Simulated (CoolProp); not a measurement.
Vapour-liquid equilibrium of ethanol (1) + n-octane (2) at 404 K; x and y are mole fractions of (1).

Values from CoolProp's multi-fluid Helmholtz-energy mixture model, Schroeder 2014 and Beckmüller 2019; pair parameters Bell 2016.

| x | bubble pressure, mixture model (kPa) | bubble pressure, Raoult's law (kPa) | y, mixture model | y, Raoult's law |
|---|---|---|---|---|
| 0.05 | 225.5 | 140.4 | 0.482 | 0.209 |
| 0.2 | 400.7 | 211.0 | 0.721 | 0.557 |
| 0.35 | 468.2 | 281.6 | 0.773 | 0.730 |
| 0.5 | 502.4 | 352.1 | 0.800 | 0.834 |
| 0.65 | 530.2 | 422.7 | 0.830 | 0.903 |
| 0.8 | 558.2 | 493.3 | 0.877 | 0.953 |
| 0.95 | 582.4 | 563.9 | 0.960 | 0.990 |

The largest gap from Raoult's law is +89.9 % in bubble pressure, at x = 0.2. No azeotrope shows between x = 0.05 and 0.95.

Pair parameters are fitted to limited data, so mixtures are less certain than the pure fluids. With so large a gap from Raoult's law the liquid may split in two, which this calculation doesn't test in full.
